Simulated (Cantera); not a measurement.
Charge: 1 mol SiCl4, 1.4 mol C2H2, 1.7 mol H2, 0.15 mol HCl, at 0.0100 bar.

Cantera equilibrium calculation (NASA polynomials, part measured and part estimated; ideal gas, pure solids and liquids). Candidate condensed phases: C, C6H6, C7H8, C8H18, Si, SiC; 109 gas species. The tables' values for SiCl3 are old estimates; treat these amounts as uncertain. Kinetics and transport are ignored.

Problem. At 1323 K, list the 4 most abundant gas species with their mole fractions, and the condensed phases.

Solution. HCl 0.597, H2 0.337, SiCl4 0.0462, SiCl2 0.00961. Condensed: C(graphite) + SiC(s).
